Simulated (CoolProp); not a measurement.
A simple Rankine cycle with n-perfluorohexane: condensing at 331.15 K, boiler at 1.04 MPa, turbine inlet 449 K, turbine efficiency 0.8, pump efficiency 0.6, no recuperator. Each further row changes one setting.

Computed with CoolProp (reference Helmholtz-energy equation of state, Gao 2022).

| case | thermal efficiency (%) | net work (kJ/kg) | heat in (kJ/kg) | turbine exit temperature (K) | volume ratio over the turbine |
|---|---|---|---|---|---|
| as stated | 8.9 | 16.6 | 185 | 421.7 | 12.2 |
| condensing temperature 323.15 K | 9.7 | 18.8 | 194 | 419.2 | 16.1 |
| boiler pressure 0.728 MPa | 7.8 | 14.7 | 189 | 427.7 | 7.75 |
| turbine efficiency 0.7 | 7.8 | 14.4 | 185 | 423.9 | 12.3 |
